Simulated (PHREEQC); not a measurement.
**Reverse-osmosis permeate: an equilibrium model**

A made-up water analysis in mg/L, 25 °C, pH 5.79, pe 1.5:

| constituent | mg/L |
|---|---|
| Na | 1.48 |
| K | 1.7 |
| Ca | 0.639 |
| Mg | 0.269 |
| Cl | 0.66 |
| S(6) as SO4 | 0.0298 |
| Alkalinity as HCO3 | 9.33 |
| Fe(2) | 0.0032 |

Valence states are taken as typed.

Computed with PHREEQC (ion-association model, phreeqc.dat).

Precipitation was switched off in this run.

Estimate the charge-balance error.

charge-balance error -3.0 %.

In which forms is C present?

CO2 78 %, HCO3- 22 % of the C.
